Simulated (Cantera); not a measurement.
Charge: 1 mol Si, 0.029 mol N₂O, 13 mol N₂, at 1898 K and 4.35 Torr.

These are equilibrium values from Cantera (NASA tables, ideal gas, pure condensed phases), not measurements of a reactor. Candidate condensed phases: Si, SiO₂, Si₂N₂O, Si₃N₄; 16 gas species. The tables' values for SiN are old estimates; treat these amounts as uncertain. Rates play no part.

Base state: N₂ 0.996, SiO 0.00222, Si 0.00212, Si₂N 7.85e-5, SiN 5.42e-5, Si₂ 1.69e-5 (mole fractions); condensed: Si(l).

**Question.** What changes in the equilibrium state with this change: pressure from 4.35 Torr to 100 Torr?

**Answer.** 
| species | before | after |
|---|---|---|
| N₂ | 0.996 | 0.998 |
| SiO | 0.00222 | 0.00234 |
| Si | 0.00212 | 4.14e-5 |
| Si₂ | 1.69e-5 | 1.48e-7 |
| Si₂N | 7.85e-5 | 3.31e-6 |
| Si(l), mol | 0.940 | 0 |
| Si₃N₄(s), mol | 0 | 0.323 |
